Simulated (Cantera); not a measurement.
Feed: 1 mol AlN, 1.7 mol HCl, 2.6 mol H₂, at 1450 K and 1200 Pa.

Method: chemical equilibrium by Gibbs-energy minimisation in Cantera with the NASA 1993 tables (ideal gas, pure condensed phases). Candidate condensed phases: Al, AlCl₃, AlN, NH₄Cl; 20 gas species. The tables' values for AlCl₂ are old estimates; treat these amounts as uncertain. Equilibrium is a limit: real reactors are often held back by kinetics, nucleation or transport.

Base state: H₂ 0.745, HCl 0.0912, AlCl₃ 0.0899, N₂ 0.0545, AlCl 0.00959, AlCl₂ 0.00955, H 7.45e-5 (mole fractions); condensed: AlN(s).

Question: What changes in the equilibrium state with this change: temperature from 1450 K to 1000 K?

Answer: 
```json
[
 {"species": "H₂", "before": "0.745", "after": "0.748"},
 {"species": "HCl", "before": "0.0912", "after": "0.109"},
 {"species": "AlCl₃", "before": "0.0899", "after": "0.0955"},
 {"species": "AlCl", "before": "0.00959", "after": "2.38e-8"},
 {"species": "AlCl₂", "before": "0.00955", "after": "4.08e-6"},
 {"species": "N₂", "before": "0.0545", "after": "0.0478"},
 {"species": "H", "before": "7.45e-5", "after": "1.79e-8"},
 {"species": "Al₂Cl₆", "before": "1.49e-7", "after": "1.09e-5"},
 {"species": "AlN(s), mol", "before": "0.524", "after": "0.589"}
]
```

Question: What changes in the equilibrium state with this change: temperature from 1450 K to 1375 K?

Answer: 
| species | before | after |
|---|---|---|
| H₂ | 0.745 | 0.752 |
| AlCl₃ | 0.0899 | 0.0964 |
| HCl | 0.0912 | 0.0946 |
| AlCl | 0.00959 | 0.00210 |
| N₂ | 0.0545 | 0.0512 |
| H | 7.45e-5 | 2.71e-5 |
| AlCl₂ | 0.00955 | 0.00395 |
| AlN(s), mol | 0.524 | 0.558 |

Question: What changes in the equilibrium state with this change: H₂ from 2.6 to 8.3 mol?

Answer: 
| species | before | after |
|---|---|---|
| H₂ | 0.745 | 0.875 |
| HCl | 0.0912 | 0.0588 |
| AlCl₃ | 0.0899 | 0.0298 |
| N₂ | 0.0545 | 0.0221 |
| AlCl₂ | 0.00955 | 0.00533 |
| H | 7.45e-5 | 8.08e-5 |
| AlN(s), mol | 0.524 | 0.553 |
